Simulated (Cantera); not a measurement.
Input: 1 mol MgO, 5.1 mol CO, 0.35 mol H2, 0.45 mol CH4, at 1700 K and 9.80 bar.

Cantera equilibrium calculation (NASA polynomials, part measured and part estimated; ideal gas, pure solids and liquids). Candidate condensed phases: C, C6H6, C7H8, C8H18, H2O, Mg, MgCO3, MgO, Mg(OH)2; 116 gas species. Kinetics and transport are ignored.

What is the equilibrium state?


```json
{
  "x(CO)": "0.802",
  "x(H2)": "0.196",
  "x(CO2)": "0.000891",
  "x(H2O)": "0.000742",
  "x(CH4)": "0.000411",
  "x(H)": "2.08e-5",
  "x(C2H2 (acetylene))": "1.44e-5",
  "x(Mg)": "2.56e-6",
  "x(C2H4)": "1.34e-6",
  "n(C(graphite))": "0.458 mol",
  "n(MgO(s))": "1.000 mol",
  "gas_amount": "6.337 mol",
  "log10 activity of Mg(l) (absent)": "-5.55"
}
```
